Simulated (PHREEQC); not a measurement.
Make-up at 20 °C: 0.0037 mol/kgw Ca(HCO3)2, 0.088 mol/kgw Na2HPO4, 5.9e-06 mol/kgw H4SiO4 and 0.046 mol/kgw KH2PO4. Closed to the air; pH follows from the charge balance.

Computed with PHREEQC (ion-association model, phreeqc.dat).

This is a speciation only: nothing precipitates in the calculation.

Problem. Estimate the pH, ionic strength, activity of water.

Solution. pH 7.02; ionic strength 0.294 mol/kgw; activity of water 0.994.

Problem. In which forms is C present?

Solution. HCO3- 83 %, CO2 13 %, NaHCO3 4.0 % of the C.

Saturation is exceeded, for instance for Hydroxyapatite; the values hold only as long as no solid forms.
